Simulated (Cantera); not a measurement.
Charge: 1 mol PbO, 0.01 mol H2O, at 1323 K.

Cantera equilibrium calculation (NASA polynomials, part measured and part estimated; ideal gas, pure solids and liquids). Candidate condensed phases: H2O, Pb, PbO, PbO2, Pb3O4; 12 gas species. Gases not in the tables: (PbO)n polymers. Kinetics and transport are ignored.

Q: At 1.40 bar, list the 5 most abundant gas species with their mole fractions, and the condensed phases.

A: H2O 0.999, PbO 0.000477, Pb 7.65e-5, O2 4.52e-5, H2 1.63e-5. Condensed: PbO(l).
